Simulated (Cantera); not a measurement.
Mixture: CH4 : CO : O2 : N2 = 1 : 0.79 : 1.84 : 6.93 (molar parts), at 4.20 bar, adiabatic and at constant volume. Ignition delay is the time to a rise of 400 K.

Model: GRI-Mech 3.0 (53 species, 325 reactions), integrated in Cantera.

Task: What does this change do: CH4 1 to 1.4 parts?

Result: 
```
quantity                                                before       after
--------------------------------------------------  ----------  ----------
delay at 1225 K                                        14.8 ms     17.5 ms
delay at 1325 K                                        3.72 ms     4.42 ms
delay at 1425 K                                        1.07 ms     1.27 ms
delay at 1525 K                                       0.352 ms    0.411 ms
delay at 1625 K                                       0.132 ms    0.150 ms
apparent activation energy between 1525 and 1625 K  200 kJ/mol  210 kJ/mol
```

Task: What does this change do: constant pressure in place of constant volume?

Result: 
| quantity | before | after |
|---|---|---|
| delay at 1225 K | 14.8 ms | 16.1 ms |
| delay at 1325 K | 3.72 ms | 4.05 ms |
| delay at 1425 K | 1.07 ms | 1.17 ms |
| delay at 1525 K | 0.352 ms | 0.382 ms |
| delay at 1625 K | 0.132 ms | 0.142 ms |
| apparent activation energy between 1525 and 1625 K | 200 kJ/mol | 200 kJ/mol |
